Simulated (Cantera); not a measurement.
## Ignition delay

Mixture: CH4 : C2H6 : C3H8 : O2 : N2 = 1 : 0.091 : 0.16 : 6.93 : 45 (molar parts), equivalence ratio 0.45, at 1.30 bar, adiabatic and at constant pressure. Ignition delay is the time to a rise of 400 K.

Model: GRI-Mech 3.0 (53 species, 325 reactions), integrated in Cantera. GRI-Mech 3.0 was tuned for natural gas; its chemistry of propane as a main component is partial and can be far from experiment.

```
T0 (K)  delay (ms)
------  ----------
1225          3.69
1275          1.78
1325         0.915
1375         0.511
1425         0.312
1475         0.210
```

```json
{
  "apparent activation energy between 1375 and 1475 K": "150 kJ/mol"
}
```
